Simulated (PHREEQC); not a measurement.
Consider water at 25 °C with 0.0035 mol HBr, 0.2 mol CaCl2 and 0.00012 mol CuCl2 per kg of water. It is in equilibrium with CO2 at log p = -2 (atm). Otherwise closed; pH follows from the charge balance.

Equilibrium calculation in PHREEQC: ion-association model, phreeqc.dat.

pH: 2.58
ionic strength: 0.604 mol/kgw
activity of water: 0.990
specific conductance: 33500 µS/cm
density: 1.015 g/cm³
total alkalinity: -3.50 meq/kg

```
species  molality  activity   log γ
-------  --------  --------  ------
Cl-         0.400     0.255  -0.195
Ca+2        0.200    0.0506  -0.597
H+        0.00350   0.00265  -0.120
Br-       0.00350   0.00209  -0.224
CO2      0.000296  0.000340   0.060
Cu+2      9.41e-5   2.23e-5  -0.626
CuCl+     2.40e-5   1.53e-5  -0.196
CuCl2     1.82e-6   2.10e-6   0.060
HCO3-     8.28e-8   5.64e-8  -0.167
```

No solid was allowed to form. Species that the database lacks are ignored.
